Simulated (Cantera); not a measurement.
Input (Python, Cantera) and output of one run.

```python
import numpy as np
import cantera as ct

gas_names = """
    H H2 H2S N NH NH2 NH3 N2 N2H2 N2H4 Pb PbS Pb2 S SH SN S2 S8
""".split()
cond_names = """
    Pb(cr) Pb(L) PbS(s) PbS(L) S(cr1) S(cr2) S(L)
""".split()


# ... load() reads the species with a 1 bar reference pressure and builds the phases ...
atoms = {
    'Pb': {'Pb': 1},
    'H2S': {'H': 2, 'S': 1},
    'N2': {'N': 2},
}
top_T = {}  # K; cautious upper limits of use, not melting points


# ... equilibrate(T, P, feed) seeds the gas with the atoms and calls Mixture.equilibrate('TP', solver="vcs", rtol=1e-11, max_steps=5000) ...
results = []
feed = {'Pb': 1, 'H2S': 0.031, 'N2': 290}  # mol
T = 1548.15  # K
for P in [10, 41, 160, 670, 2700, 11000, 45000, 180000, 740000, 3000000]:
    mix = equilibrate(T, P, feed)
    results.append((T, P, feed, dict(zip(mix.species_names, mix.species_moles))))

top = {s: max(r[3][s] / sum(r[3][g] for g in gas_names) for r in results) for s in gas_names}
cols = sorted((s for s in top if top[s] > 1e-06), key=lambda s: -top[s])[:7]
seen = [c for c in cond_names if any(r[3].get(c, 0) > 1e-12 for r in results)]
print("log10 of partial pressures in bar; condensed amounts in mol")
print(f"{'P/Pa':>10s}" + "".join(f"{s[:9]:>10s}" for s in cols + seen))
for T, P, feed, n in results:
    ng = sum(n[g] for g in gas_names)
    print(f"{P:10.4g}" + "".join(f"{np.log10(max(n[s] / ng * P / 1e5, 1e-99)):10.3f}" for s in cols)
          + "".join(f"{n.get(c, 0):10.4g}" for c in seen))
```

It prints:

```
log10 of partial pressures in bar; condensed amounts in mol
      P/Pa        N2        Pb       PbS        H2         S         H        S2     Pb(L)
        10    -4.002    -6.467    -8.557    -8.039    -8.480    -8.531    -8.650         0
        41    -3.389    -5.858    -7.673    -7.394    -8.206    -8.208    -8.101         0
       160    -2.797    -5.270    -6.907    -6.786    -8.028    -7.904    -7.745         0
       670    -2.175    -4.650    -6.192    -6.155    -7.933    -7.589    -7.555         0
      2700    -1.570    -4.046    -5.554    -5.546    -7.899    -7.284    -7.488         0
   1.1e+04    -0.960    -3.436    -4.935    -4.934    -7.890    -6.978    -7.469         0
   4.5e+04    -0.348    -2.824    -4.321    -4.321    -7.887    -6.671    -7.464         0
   1.8e+05     0.254    -2.222    -3.718    -3.718    -7.886    -6.370    -7.462         0
   7.4e+05     0.868    -1.609    -3.104    -3.104    -7.886    -6.063    -7.461         0
     3e+06     1.476    -1.415    -2.495    -2.495    -7.472    -5.758    -6.633    0.5959
```

Cantera equilibrium calculation (NASA polynomials, part measured and part estimated; ideal gas, pure solids and liquids).
